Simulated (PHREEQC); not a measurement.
# Polishing slurry liquid: an equilibrium model

Solution (30 °C): 0.051 mol/kgw H2SO4 and 0.23 mol/kgw H3BO3. Closed to the air; pH follows from the charge balance.

Computed with PHREEQC (ion-association model, phreeqc.dat).

Precipitation was switched off in this run.

Question: Estimate the pH, density, specific conductance.

Answer: pH 1.27; density 1.004 g/cm³; specific conductance 24600 µS/cm.

Question: In which forms is S present?

Answer: HSO4- 75 %, SO4-2 25 % of the S.
